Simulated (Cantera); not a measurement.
**Adiabatic ignition**

An adiabatic, constant-pressure homogeneous reactor starts with H2 : O2 : N2 = 1 : 0.602 : 2.27 (molar parts), equivalence ratio 0.83, at 1125 K and 140000 Pa.

Computed with Cantera and GRI-Mech 3.0 (53 species, 325 reactions).

```tsv
t (s)	T (K)	x H2	x O2	x OH	x O	x H2O2	x NO	x HO2
2.00e-6	1125	0.258	0.155	1.03e-10	2.10e-10	2.06e-12	<1e-12	1.99e-9
7.29e-6	1125	0.258	0.155	1.01e-9	2.21e-9	3.87e-11	<1e-12	1.26e-8
2.65e-5	1125	0.258	0.155	2.49e-7	5.45e-7	9.05e-9	<1e-12	2.20e-6
9.67e-5	2422	0.0300	0.0362	0.0271	0.0112	3.83e-7	9.80e-5	9.92e-6
0.000352	2678	0.0168	0.0309	0.0224	0.00495	5.44e-7	0.000972	9.18e-6
0.00128	2675	0.0169	0.0297	0.0220	0.00477	5.31e-7	0.00384	8.85e-6
0.00468	2669	0.0171	0.0276	0.0212	0.00448	5.07e-7	0.00876	8.27e-6
0.0170	2668	0.0171	0.0271	0.0211	0.00441	5.01e-7	0.00996	8.13e-6
0.0620	2668	0.0171	0.0271	0.0211	0.00441	5.01e-7	0.00996	8.13e-6
0.226	2668	0.0171	0.0271	0.0211	0.00441	5.01e-7	0.00996	8.13e-6
0.823	2668	0.0171	0.0271	0.0211	0.00441	5.01e-7	0.00996	8.13e-6
3.00	2668	0.0171	0.0271	0.0211	0.00441	5.01e-7	0.00996	8.13e-6
```
x: mole fraction; the columns are a selection and need not sum to one.

```
Item                                                               Value
---------------------------------  -------------------------------------
time of steepest temperature rise                                56.8 µs
temperature at 3.00 s                                             2668 K
equilibrium temperature                                           2668 K
x(H2) at 3.00 s                    0.0171 (gas-phase equilibrium 0.0171)
x(O2) at 3.00 s                    0.0271 (gas-phase equilibrium 0.0271)
x(OH) at 3.00 s                    0.0211 (gas-phase equilibrium 0.0211)
```
